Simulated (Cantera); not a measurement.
Feed: 1 mol Si3N4, 9.9 mol H2O, held at 750 Torr.

These are equilibrium values from Cantera (NASA tables, ideal gas, pure condensed phases), not measurements of a reactor. Candidate condensed phases: H2O, Si, SiO2, Si2N2O, Si3N4; 35 gas species. The tables hold silica as quartz up to 1696 K and as liquid above; real silica turns to tridymite and cristobalite and melts near 1996 K. Gases not in the tables: Si(OH)4. Kinetics and transport are ignored.

x: gas mole fraction; n: condensed amount in mol.

| T (K) | x H2 | x H2O | x N2 | x H | x NH3 | x SiO | n SiO2(α-quartz) | n SiO2(β-quartz) | n SiO2(condensed) |
|---|---|---|---|---|---|---|---|---|---|
| 748 | 0.503 | 0.328 | 0.168 | <1e-12 | 0.000765 | <1e-12 | 3.00 | 0 | 0 |
| 848 | 0.504 | 0.328 | 0.168 | 1.35e-11 | 0.000277 | <1e-12 | 0 | 3.00 | 0 |
| 948 | 0.504 | 0.328 | 0.168 | 3.72e-10 | 0.000123 | <1e-12 | 0 | 3.00 | 0 |
| 1048 | 0.504 | 0.328 | 0.168 | 5.49e-9 | 6.30e-5 | <1e-12 | 0 | 3.00 | 0 |
| 1148 | 0.504 | 0.328 | 0.168 | 5.09e-8 | 3.61e-5 | <1e-12 | 0 | 3.00 | 0 |
| 1248 | 0.504 | 0.328 | 0.168 | 3.32e-7 | 2.26e-5 | <1e-12 | 0 | 3.00 | 0 |
| 1348 | 0.504 | 0.328 | 0.168 | 1.64e-6 | 1.51e-5 | ? | 0 | 3.00 | 0 |
| 1448 | 0.504 | 0.328 | 0.168 | 6.54e-6 | 1.07e-5 | ? | 0 | 3.00 | 0 |
| 1548 | 0.504 | 0.328 | 0.168 | 2.19e-5 | 7.90e-6 | ? | 0 | 3.00 | 0 |
| 1648 | 0.504 | 0.328 | 0.168 | 6.32e-5 | 6.06e-6 | ? | 0 | 3.00 | 0 |
| 1748 | 0.504 | 0.328 | 0.168 | 0.000162 | 4.79e-6 | ? | 0 | 0 | 3.00 |
| 1848 | 0.504 | 0.328 | 0.168 | 0.000376 | 3.88e-6 | ? | 0 | 0 | 3.00 |
| 1948 | 0.504 | 0.328 | 0.168 | 0.000802 | 3.22e-6 | ? | 0 | 0 | 3.00 |

**Question.** Complete the blanks.

**Answer.** 
- 1348, x SiO: 1.95e-11
- 1448, x SiO: 5.54e-10
- 1548, x SiO: 1.01e-8
- 1648, x SiO: 1.28e-7
- 1748, x SiO: 1.19e-6
- 1848, x SiO: 8.39e-6
- 1948, x SiO: 4.80e-5
